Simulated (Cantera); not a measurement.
Cantera with NASA thermochemical tables; ideal gases at 1 bar, condensed phases pure. Values are per mole of reaction as written; species without (g) are pure solids or liquids, kept so even where they would boil at 1 bar.

O3(g) + 9 MgO + 6 NF3(g) = 9 MgF2 + 6 NO2(g)

```
T (K)  ΔH° (kJ)  ΔS° (J/K)  ΔG° (kJ)  log10 K  condensed phases
-----  --------  ---------  --------  -------  ----------------
300     -3853.4      -89.6   -3826.6   666.25   MgO(s), MgF2(s)
1475    -3797.7       -9.3   -3784.0   134.00   MgO(s), MgF2(s)
1625        [?]        [?]       [?]      [?]   MgO(s), MgF2(l)
1775    -3233.9      356.3   -3866.4   113.78   MgO(s), MgF2(l)
1925    -3215.0      366.6   -3920.6   106.38   MgO(s), MgF2(l)
2075        [?]        [?]       [?]      [?]   MgO(s), MgF2(l)
2225        [?]        [?]       [?]      [?]   MgO(s), MgF2(l)
2375    -3165.9      389.6   -4091.1    89.98   MgO(s), MgF2(l)
2525    -3152.0      395.2   -4150.0    85.85   MgO(s), MgF2(l)
2675    -3139.3      400.1   -4209.6    82.20   MgO(s), MgF2(l)
```

Question: Some entries are withheld; supply them.

Answer: 
- 1625, ΔH° (kJ): -3254.1
- 1625, ΔS° (J/K): 344.4
- 1625, ΔG° (kJ): -3813.8
- 1625, log10 K: 122.59
- 2075, ΔH° (kJ): -3197.3
- 2075, ΔS° (J/K): 375.4
- 2075, ΔG° (kJ): -3976.3
- 2075, log10 K: 100.09
- 2225, ΔH° (kJ): -3181.0
- 2225, ΔS° (J/K): 383.0
- 2225, ΔG° (kJ): -4033.2
- 2225, log10 K: 94.68
